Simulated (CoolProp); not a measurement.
Vapour-liquid equilibrium of benzene (1) + octamethylcyclotetrasiloxane (D4) (2) at 335.2 K; x and y are mole fractions of (1).

Computed with CoolProp (multi-fluid Helmholtz-energy mixture model, Thol 2012 and Thol 2015; pair parameters Bell 2016).

```
x     bubble pressure, mixture model (bar)  bubble pressure, Raoult's law (bar)  y, mixture model  y, Raoult's law
----  ------------------------------------  -----------------------------------  ----------------  ---------------
0.05                               0.03859                              0.04174             0.645            0.673
0.15                               0.09463                              0.09645             0.871            0.873
0.25                                0.1546                               0.1512             0.930            0.929
0.35                                0.2132                               0.2059             0.956            0.955
0.45                                0.2681                               0.2606             0.970            0.970
0.55                                0.3196                               0.3153             0.979            0.979
0.65                                0.3698                               0.3700             0.985            0.986
0.75                                0.4210                               0.4247             0.991            0.992
0.85                                0.4754                               0.4795             0.995            0.996
0.95                                0.5329                               0.5342             0.999            0.999
```

The largest gap from Raoult's law is -7.5 % in bubble pressure, at x = 0.05. No azeotrope shows between x = 0.05 and 0.95.

Pair parameters are fitted to limited data, so mixtures are less certain than the pure fluids. The gap from Raoult's law changes sign with composition, which may be real or a fault of the pair parameters; it wasn't checked against measurements.
